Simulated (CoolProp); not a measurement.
A single-stage vapour-compression cycle with tetrahydrofuran: evaporating at 305.15 K (dew point), condensing at 348.15 K (bubble point), superheat 2 K, subcooling 5 K, compressor efficiency 0.65, no pressure losses. Each further row changes one setting.

Model: reference Helmholtz-energy equation of state, Fiedler 2023, in CoolProp.

```
case                              cooling COP  pressure ratio  discharge temperature (K)  refrigerating effect (kJ/kg)  volumetric capacity (kJ/m³)
--------------------------------  -----------  --------------  -------------------------  ----------------------------  ---------------------------
as stated                                4.23            4.62                      379.8                           374                          311
evaporating temperature 310.15 K         4.93               ?                      375.5                           379                            ?
condensing temperature 343.15 K          4.85            3.96                      372.7                           383                          319
subcooling 10 K                          4.33            4.62                      379.8                           383                          319
superheat 12 K                              ?            4.62                      389.6                           385                          310
compressor efficiency 0.55               3.58            4.62                      391.0                           374                          311
```

**Question.** Complete the blanks.

**Answer.** 
- evaporating temperature 310.15 K, pressure ratio: 3.77
- evaporating temperature 310.15 K, volumetric capacity (kJ/m³): 381
- superheat 12 K, cooling COP: 4.22
